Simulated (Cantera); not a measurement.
Charge: 1 mol SiC, 1.8 mol O₂, 360 mol N₂, held at 1330 Pa.

Cantera equilibrium calculation (NASA polynomials, part measured and part estimated; ideal gas, pure solids and liquids). Candidate condensed phases: C, Si, SiC, SiO₂, Si₂N₂O, Si₃N₄; 34 gas species. The tables hold silica as quartz up to 1696 K and as liquid above; real silica turns to tridymite and cristobalite and melts near 1996 K. Kinetics and transport are ignored.

Task: At 1423 K, list the 3 most abundant gas species with their mole fractions, and the condensed phases.

Result: N₂ 0.997, CO₂ 0.00166, CO 0.00111. Condensed: SiO₂(β-quartz).
